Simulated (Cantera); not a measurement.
Input: 1 mol B2H6, 0.14 mol NH3, equilibrated at 1700 °C and 1.00 bar.

Cantera equilibrium calculation (NASA polynomials, part measured and part estimated; ideal gas, pure solids and liquids). Candidate condensed phases: B, BN; 15 gas species. The feed counts by its element totals alone. Mutual solubility and eutectic melting of coexisting phases are not modelled. The tables' values for BH2 are old estimates; treat these amounts as uncertain. Gases not in the tables: B2H6 and higher boranes. Equilibrium is a limit: real reactors are often held back by kinetics, nucleation or transport.

Base state: H2 0.998, H 0.00135, BH2 0.000400, N2 7.84e-5, BH3 3.33e-5 (mole fractions); condensed: B(s) + BN(s).

Problem. What changes in the equilibrium state with this change: NH3 from 0.14 to 30 mol?

Solution. 
```
species       before    after
----------  --------  -------
H2             0.998    0.773
N2           7.84e-5    0.226
H            0.00135  0.00119
BH2         0.000400  5.77e-6
BH3          3.33e-5  4.23e-7
B(s), mol       1.86        0
BN(s), mol     0.139     2.00
```

Problem. What changes in the equilibrium state with this change: NH3 from 0.14 to 6.2 mol?

Solution. 
| species | before | after |
|---|---|---|
| H2 | 0.998 | 0.853 |
| N2 | 7.84e-5 | 0.146 |
| H | 0.00135 | 0.00125 |
| BH2 | 0.000400 | 7.92e-6 |
| BH3 | 3.33e-5 | 6.10e-7 |
| B(s), mol | 1.86 | 0 |
| BN(s), mol | 0.139 | 2.00 |

Problem. What changes in the equilibrium state with this change: temperature from 1700 °C to 777 °C?

Solution. 
```csv
species,before,after
H2,0.998,1.00
BH3,3.33e-5,2.61e-7
BH2,0.000400,1.23e-8
H,0.00135,8.11e-9
N2,7.84e-5,<1e-9
"B(s), mol",1.86,1.86
"BN(s), mol",0.139,0.140
```
